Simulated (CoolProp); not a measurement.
n-pentane at several states: density (kg/m³) from the reference equation and from simpler models built on Tc = 469.7 K, pc = 33.68 bar, ω = 0.251; each cubic takes its own stable root.

Computed with CoolProp (reference Helmholtz-energy equation of state, Thol 2019).

```json
[
 {"T (K)": "430.6", "p (bar)": "0.426", "phase": "gas", "reference": "0.8635"},
 {"T (K)": "269.1", "p (bar)": "2.18", "phase": "liquid", "reference": "649.6"},
 {"T (K)": "560.7", "p (bar)": "34.5", "phase": "supercritical", "reference": "67.00"},
 {"T (K)": "216.1", "p (bar)": "1.8", "phase": "liquid", "reference": "698.2"}
]
```

How far does each simpler model (van der Waals, Redlich-Kwong) lie from the reference over these 4 states: mean and median of the absolute difference, and the worst?


- van der Waals: mean 35.8 %, median 22.1 %, worst -98.8 % at 269.1 K and 2.18 bar
- Redlich-Kwong: mean 6.3 %, median 7.0 %, worst -11.2 % at 269.1 K and 2.18 bar

At some of these states van der Waals gives the other phase, because its saturation line lies elsewhere.
